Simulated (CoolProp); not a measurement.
n-nonane along the isotherm 326.85 °C: Z from the reference equation and from simpler models built on Tc = 321.4 °C, pc = 2.282 MPa, ω = 0.443; each cubic takes its own stable root.

Values from CoolProp's reference Helmholtz-energy equation of state, Lemmon 2006. It is a short technical equation, of lower accuracy than the large ones.

```json
[
 {"p (MPa)": "0.0815", "phase": "gas", "reference": "0.9878", "Pitzer virial": "0.9878", "van der Waals": "0.9895", "Soave-Redlich-Kwong": "0.9881", "Peng-Robinson": "0.9868"},
 {"p (MPa)": "0.163", "phase": "gas", "reference": "0.9754", "Pitzer virial": "0.9756", "van der Waals": "0.9789", "Soave-Redlich-Kwong": "0.9761", "Peng-Robinson": "0.9734"},
 {"p (MPa)": "0.244", "phase": "gas", "reference": "0.9629", "Pitzer virial": "0.9635", "van der Waals": "0.9681", "Soave-Redlich-Kwong": "0.9640", "Peng-Robinson": "0.9599"},
 {"p (MPa)": "0.326", "phase": "gas", "reference": "0.9499", "Pitzer virial": "0.9512", "van der Waals": "0.9570", "Soave-Redlich-Kwong": "0.9515", "Peng-Robinson": "0.9461"},
 {"p (MPa)": "0.407", "phase": "gas", "reference": "0.9368", "Pitzer virial": "0.9391", "van der Waals": "0.9458", "Soave-Redlich-Kwong": "0.9389", "Peng-Robinson": "0.9323"},
 {"p (MPa)": "0.489", "phase": "gas", "reference": "0.9233", "Pitzer virial": "0.9268", "van der Waals": "0.9342", "Soave-Redlich-Kwong": "0.9260", "Peng-Robinson": "0.9181"},
 {"p (MPa)": "0.57", "phase": "gas", "reference": "0.9096", "Pitzer virial": "0.9147", "van der Waals": "0.9225", "Soave-Redlich-Kwong": "0.9130", "Peng-Robinson": "0.9038"},
 {"p (MPa)": "0.652", "phase": "gas", "reference": "0.8955", "Pitzer virial": "0.9024", "van der Waals": "0.9104", "Soave-Redlich-Kwong": "0.8996", "Peng-Robinson": "0.8891"},
 {"p (MPa)": "0.733", "phase": "gas", "reference": "0.8811", "Pitzer virial": "0.8903", "van der Waals": "0.8982", "Soave-Redlich-Kwong": "0.8861", "Peng-Robinson": "0.8744"},
 {"p (MPa)": "0.815", "phase": "gas", "reference": "0.8663", "Pitzer virial": "0.8780", "van der Waals": "0.8855", "Soave-Redlich-Kwong": "0.8721", "Peng-Robinson": "0.8592"},
 {"p (MPa)": "0.896", "phase": "gas", "reference": "0.8512", "Pitzer virial": "0.8659", "van der Waals": "0.8726", "Soave-Redlich-Kwong": "0.8580", "Peng-Robinson": "0.8438"},
 {"p (MPa)": "0.978", "phase": "gas", "reference": "0.8354", "Pitzer virial": "0.8536", "van der Waals": "0.8592", "Soave-Redlich-Kwong": "0.8434", "Peng-Robinson": "0.8280"},
 {"p (MPa)": "1.06", "phase": "gas", "reference": "0.8192", "Pitzer virial": "0.8414", "van der Waals": "0.8454", "Soave-Redlich-Kwong": "0.8283", "Peng-Robinson": "0.8118"},
 {"p (MPa)": "1.14", "phase": "gas", "reference": "0.8029", "Pitzer virial": "0.8294", "van der Waals": "0.8315", "Soave-Redlich-Kwong": "0.8133", "Peng-Robinson": "0.7957"}
]
```
